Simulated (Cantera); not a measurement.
Charge: 1 mol Si, 2.9 mol Cl₂, 1.3 mol H₂, equilibrated at 1.00 bar.

Equilibrium computed with Cantera from the NASA thermochemical tables; the gas is ideal and each condensed phase is pure. Candidate condensed phases: Si; 19 gas species. The tables' values for SiCl₃ are old estimates; treat these amounts as uncertain. Rates play no part. All values below are at 1175 K.

Base state: HCl 0.564, SiCl₄ 0.310, H₂ 0.123, SiHCl₃ 0.00160, SiCl₃ 0.000534 (mole fractions); condensed: gas only.

What changes in the equilibrium state with this change: Si replaced by SiCl₄?


```tsv
species	before	after
HCl	0.564	0.499
Cl₂	2.27e-9	0.306
SiCl₄	0.310	0.192
H₂	0.123	<1e-9
SiHCl₃	0.00160	<1e-9
SiCl₃	0.000534	2.84e-8
Cl	1.72e-7	0.00200
```
